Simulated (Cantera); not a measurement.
Input: 1 mol Si₂H₆, 0.0067 mol Cl₂, 14 mol H₂, at 923.15 K and 0.260 bar.

Cantera equilibrium calculation (NASA polynomials, part measured and part estimated; ideal gas, pure solids and liquids). Candidate condensed phases: Si; 19 gas species. The feed counts by its element totals alone. The numbers say what is thermodynamically allowed, not how fast it happens.

Base state: H₂ 0.999, HCl 0.000676, SiHCl₃ 2.27e-5, SiH₂Cl₂ 1.17e-5 (mole fractions); condensed: Si(s).

What changes in the equilibrium state with this change: Cl₂ from 0.0067 to 0.026 mol?


```
species       before     after
----------  --------  --------
H₂             0.999     0.998
HCl         0.000676   0.00157
SiHCl₃       2.27e-5  0.000282
SiCl₄        4.29e-6  0.000124
SiH₂Cl₂      1.17e-5   6.29e-5
Si(s), mol      2.00      1.99
```
